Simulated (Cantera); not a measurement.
An isothermal, constant-pressure homogeneous reactor starts with 9.39 % H2, 3.71 % O2, 86.9 % N2, equivalence ratio 1.3, at 1350 K and 0.240 bar.

Computed with Cantera and GRI-Mech 3.0 (53 species, 325 reactions). The temperature is held fixed by assumption; the heat of reaction is taken as removed at once.

x: mole fraction; the columns are a selection and need not sum to one.

```csv
t (s),x H2,x O2,x H2O,x NO2,x H2O2,x NO
2.00e-5,0.0939,0.0371,6.48e-9,<1e-12,5.96e-11,<1e-12
7.10e-5,0.0939,0.0371,2.73e-7,<1e-12,6.59e-10,<1e-12
0.000252,0.0924,0.0365,0.00101,<1e-12,3.97e-8,4.83e-11
0.000894,0.0180,0.00530,0.0593,6.52e-11,1.71e-7,___
0.00317,0.0174,0.00167,0.0710,8.32e-11,1.13e-7,___
0.0113,0.0185,0.000166,0.0760,2.94e-11,3.48e-8,1.56e-5
0.0400,0.0198,1.06e-5,0.0768,7.47e-12,6.60e-9,1.57e-5
0.142,0.0203,7.36e-7,0.0770,2.07e-12,8.93e-10,1.52e-5
0.504,0.0204,4.98e-8,0.0770,<1e-12,8.02e-11,___
1.79,0.0205,2.88e-9,0.0770,<1e-12,5.00e-12,___
6.35,0.0205,1.82e-10,0.0770,<1e-12,<1e-12,___
22.5,0.0205,2.87e-11,0.0770,<1e-12,<1e-12,___
80.0,0.0204,9.12e-12,0.0770,<1e-12,<1e-12,___
```

What belongs in the gaps?


- 0.000894, x NO: 6.47e-6
- 0.00317, x NO: 1.37e-5
- 0.504, x NO: 1.37e-5
- 1.79, x NO: 1.13e-5
- 6.35, x NO: 8.18e-6
- 22.5, x NO: 4.91e-6
- 80.0, x NO: 1.92e-6
